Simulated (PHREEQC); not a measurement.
PHREEQC input (ion-association model, wateq4f.dat):

```
SOLUTION_MASTER_SPECIES
  An  An-  0  An  62.0  # stands for a non-complexing anion
SOLUTION_SPECIES
  An- = An-
    -log_k 0
    -gamma 3.0 0
PHASES
  Fix_H+
    H+ = H+
    -log_k 0
SOLUTION 1
  temp 25
  units mmol/kgw
  pH 7 charge
  Cl 0.9
  Ca 0.45
  Na 10
  An 10
END
SELECTED_OUTPUT 1
  -reset false
  -pH true
  -pe true
  -ionic_strength true
  -water true
  -totals Ca Cl Na
  -molalities Hfo_wOH Hfo_wOH2+ Hfo_wO- Hfo_sOH Hfo_sOH2+ Hfo_sO- Hfo_sOHCa+2 Hfo_wOCa+
  -saturation_indices Portlandite Halite
USER_PUNCH 1
  -headings sigma psi
  10 PUNCH EDL("sigma", "Hfo"), EDL("psi", "Hfo")
PRINT
  -reset false
USE solution 1
SURFACE 1
  Hfo_wOH 0.00606742 600 2.7
  Hfo_sOH 0.000151685
EQUILIBRIUM_PHASES 1
  Fix_H+ -3 HAn 10
    -force_equality true
  O2(g) -0.68 10
END
# ... the last block is repeated for the other 16 points of pH, with NaOH or the acid as the point needs
```

Selected output (columns that matter, 17 of 17 rows; pH added in front):

```
pH	mu	Ca	Cl	Na	m_Hfo_wOH	m_Hfo_wOH2+	m_Hfo_wO-	m_Hfo_sOH	m_Hfo_sOH2+	m_Hfo_sO-	si_Portlandite	si_Halite	sigma	psi
3	0.015265	0.00045	0.0009	0.01	0.00059591	0.00547	1.4872e-06	1.4898e-05	0.00013675	3.718e-08	-20.354	-6.7358	0.33387	0.19682
3.5	0.014125	0.00045	0.0009	0.01	0.0013203	0.0047387	8.4275e-06	3.3008e-05	0.00011847	2.1069e-07	-19.348	-6.7322	0.2888	0.19137
4	0.013391	0.00045	0.0009	0.01	0.0022397	0.0037974	3.0262e-05	5.5992e-05	9.4935e-05	7.5653e-07	-18.343	-6.7299	0.23	0.18106
4.5	0.012821	0.00045	0.0009	0.01	0.0031104	0.0028801	7.695e-05	7.7756e-05	7.2001e-05	1.9237e-06	-17.34	-6.728	0.17114	0.16702
5	0.012376	0.00044998	0.0009	0.01	0.00378	0.002134	0.00015339	9.4487e-05	5.3343e-05	3.8341e-06	-16.337	-6.7265	0.12093	0.15016
5.5	0.012039	0.00044989	0.0009	0.01	0.0042178	0.0015939	0.0002557	0.00010537	3.9819e-05	6.3878e-06	-15.335	-6.7253	0.081712	0.13089
6	0.011792	0.00044936	0.0009	0.01	0.004464	0.0012332	0.00037019	0.00011115	3.0706e-05	9.2175e-06	-14.334	-6.7244	0.052758	0.10936
6.5	0.01161	0.00044596	0.0009	0.01	0.0045843	0.0010029	0.00048007	0.00011172	2.444e-05	1.17e-05	-13.336	-6.7237	0.032366	0.085778
7	0.011434	0.00042587	0.0009	0.01	0.0046378	0.00084414	0.00058374	9.8833e-05	1.7989e-05	1.244e-05	-12.355	-6.7231	0.018614	0.060925
7.5	0.011182	0.00036143	0.0009	0.010018	0.0046483	0.00070062	0.00070648	5.771e-05	8.6985e-06	8.7712e-06	-11.424	-6.7214	0.0094792	0.036192
8	0.011132	0.0002548	0.00089999	0.010344	0.0045839	0.00057065	0.00084353	1.9728e-05	2.456e-06	3.6304e-06	-10.576	-6.7073	0.0028004	0.011528
8.5	0.011028	9.8383e-05	0.00089999	0.010759	0.0044138	0.00044949	0.00099289	8.5027e-06	8.659e-07	1.9127e-06	-9.9883	-6.6899	-0.0031234	-0.012891
9	0.011012	1.6278e-05	0.00089998	0.011049	0.004281	0.00037492	0.0011199	7.0364e-06	6.1622e-07	1.8406e-06	-9.7696	-6.6783	-0.010141	-0.038593
9.5	0.011106	1.9932e-06	0.00089998	0.011268	0.0041907	0.00032248	0.0012476	7.4187e-06	5.7088e-07	2.2085e-06	-9.6824	-6.6701	-0.020089	-0.064848
10	0.011305	2.4814e-07	0.00089998	0.011596	0.004059	0.00026293	0.0014355	8.3448e-06	5.4056e-07	2.9511e-06	-9.589	-6.6583	-0.034866	-0.090002
10.5	0.011732	3.4294e-08	0.00089997	0.012209	0.0038285	0.00019389	0.0017318	9.7668e-06	4.9463e-07	4.418e-06	-9.4524	-6.6375	-0.05688	-0.11326
11	0.012774	5.6386e-09	0.00089996	0.013524	0.0034297	0.00012267	0.0021968	1.1747e-05	4.2013e-07	7.5238e-06	-9.2467	-6.5967	-0.089305	-0.1339
```

The oxide is taken as insoluble; below pH 4 it would dissolve.
